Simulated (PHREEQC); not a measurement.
Dissolve 0.0043 mol Cu(NO3)2, 0.0049 mol HNO3 and 0.0011 mol FeCl3 per kg of water at 20 °C. Closed to the air; pH follows from the charge balance.

Computed with PHREEQC (ion-association model, wateq4f.dat).

Q: The ionic strength comes out as 0.0235 mol/kgw. What activity coefficients do CuCl+, FeOH+2, Fe(OH)2+, Fe+3, Cu+2 get?

A: CuCl+ 0.86, FeOH+2 0.56, Fe(OH)2+ 0.87, Fe+3 0.33, Cu+2 0.58.

Precipitation was switched off in this run. Saturation is exceeded, for instance for Hematite (slow to form), Goethite (slow to form); the values hold only as long as no solid forms.
